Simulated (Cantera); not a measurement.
Feed: 1 mol BCl3, 0.41 mol N2, a varied amount of H2, equilibrated at 750 Torr.

Equilibrium computed with Cantera from the NASA thermochemical tables; the gas is ideal and each condensed phase is pure. Candidate condensed phases: B, BN, NH4Cl; 21 gas species. N2 is the only nitrogen source here; it is nearly inert below about 1500 K, so the nitride shown seldom forms there in practice. Mutual solubility and eutectic melting of coexisting phases are not modelled. The tables' values for BCl2 are old estimates. Equilibrium is a limit: real reactors are often held back by kinetics, nucleation or transport.

Q: What condenses at these points (T in °C, n(H2) in mol): (802, 15); (852, 24); (1302, 46); (952, 24); (1052, 24)?

A: 
```json
[
 {"T (°C)": "802", "n(H2) in mol": "15", "condensed phases": "BN", "B condensed (%)": "82.0"},
 {"T (°C)": "852", "n(H2) in mol": "24", "condensed phases": "BN", "B condensed (%)": "82.0"},
 {"T (°C)": "1302", "n(H2) in mol": "46", "condensed phases": "B + BN", "B condensed (%)": "96.9"},
 {"T (°C)": "952", "n(H2) in mol": "24", "condensed phases": "BN", "B condensed (%)": "82.0"},
 {"T (°C)": "1052", "n(H2) in mol": "24", "condensed phases": "BN", "B condensed (%)": "82.0"}
]
```
